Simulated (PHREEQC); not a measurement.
Dissolve 0.14 mol CuCl2 and 1 mol KCl per kg of water at 25 °C. Closed to the air; pH follows from the charge balance.

Computed with PHREEQC (ion-association model, wateq4f.dat).

```json
[
 {"quantity": "pH", "before": "4.49", "after": "4.76"},
 {"quantity": "ionic strength (mol/kgw)", "before": "1.29", "after": "0.139"},
 {"quantity": "CuOH+ (mol/kgw)", "before": "7.81e-6", "after": "3.48e-6"},
 {"quantity": "Cu(OH)2 (mol/kgw)", "before": "2.09e-7", "after": "3.01e-7"},
 {"quantity": "SI of Tenorite (CuO)", "before": "-0.47", "after": "-0.45"},
 {"quantity": "SI of Cu(OH)2 (Cu(OH)2)", "before": "-1.51", "after": "-1.47"}
]
```

Q: Name the change that produced these shifts.
(A) temperature from 25 to 70 °C
(B) 0.82 mol/kgw NaOH added
(C) diluted 5-fold with water
(D) diluted 10-fold with water

A: D, diluted 10-fold with water

This is a speciation only: nothing precipitates in the calculation. The ionic strength passes 0.7 mol/kgw, the rough limit of the ion-association models, in before. Some of these states are supersaturated (in Atacamite, for instance).
